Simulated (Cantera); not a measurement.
What does this Cantera script print?

```python
import numpy as np
import cantera as ct

gas = ct.Solution("gri30.yaml")
gas.TP = 300, 101325
flame = ct.CounterflowDiffusionFlame(gas, width=0.02)
flame.fuel_inlet.X, flame.fuel_inlet.T = {'CH3OH': 1}, 600
flame.oxidizer_inlet.X, flame.oxidizer_inlet.T = {'O2': 0.26, 'N2': 0.74}, 450
flame.set_refine_criteria(ratio=3, slope=0.12, curve=0.24, prune=0.03)
show = ['OH', 'H', 'NO', 'CO', 'C2H2']

rows = []
print(f"{'mdot':>8s}{'a_max':>10s}{'a_mean':>10s}{'Tmax/K':>9s}" + "".join(f"{s:>11s}" for s in show) + "   (peak mole fractions)")
for i, mdot in enumerate([0.25, 0.35, 0.49, 0.68, 0.94, 1.3, 1.8, 2.5, 3.5, 4.9]):  # kg/m2/s on the oxidiser side
    flame.oxidizer_inlet.mdot, flame.fuel_inlet.mdot = mdot, 0.83 * mdot
    flame.solve(loglevel=0, auto=(i == 0))
    if flame.T.max() < max(600, 450) + 100:
        print(f"{mdot:8.3g}  no burning solution found from the previous one")
        break
    dT = np.abs(np.gradient(flame.T, flame.grid))
    rows.append([flame.strain_rate("max"), flame.strain_rate("mean"), flame.T.max(),
                 *(flame.X[gas.species_index(s)].max() for s in show), max(dT[0], dT[-1]) / dT.max()])
    print(f"{mdot:8.3g}{rows[-1][0]:10.1f}{rows[-1][1]:10.1f}{rows[-1][2]:9.1f}" + "".join(f"{x:11.3e}" for x in rows[-1][3:-1]))
```

Output:

```
    mdot     a_max    a_mean   Tmax/K         OH          H         NO         CO       C2H2   (peak mole fractions)
    0.25     165.8      31.8   2347.6  1.487e-02  7.530e-03  3.671e-04  2.190e-01  1.091e-04
    0.35     222.0      44.6   2314.0  1.524e-02  8.358e-03  2.676e-04  2.176e-01  1.378e-04
    0.49     298.5      62.4   2273.1  1.543e-02  9.234e-03  1.897e-04  2.156e-01  1.724e-04
    0.68     399.8      86.6   2231.4  1.550e-02  1.017e-02  1.360e-04  2.136e-01  2.129e-04
    0.94     535.9     119.7   2185.0  1.547e-02  1.111e-02  9.838e-05  2.107e-01  2.587e-04
     1.3     720.4     165.5   2139.6  1.538e-02  1.207e-02  7.378e-05  2.077e-01  3.117e-04
     1.8     972.3     229.2   2097.3  1.531e-02  1.311e-02  5.850e-05  2.053e-01  3.722e-04
     2.5    1321.8     318.3   2050.9  1.504e-02  1.407e-02  4.719e-05  2.022e-01  4.340e-04
     3.5    1817.0     445.6   2001.3  1.455e-02  1.496e-02  3.833e-05  1.987e-01  4.906e-04
     4.9    2504.8     623.9   1951.1  1.387e-02  1.565e-02  3.111e-05  1.944e-01  5.265e-04
```

Computed with Cantera and GRI-Mech 3.0 (53 species, 325 reactions). GRI-Mech 3.0 was tuned for natural gas; its chemistry of methanol as a main component is partial and can be far from experiment. GRI-Mech 3.0 has no aromatics or soot, which form on the fuel side of real flames. The maximum strain rate includes the flame's own expansion and is several times the mean.
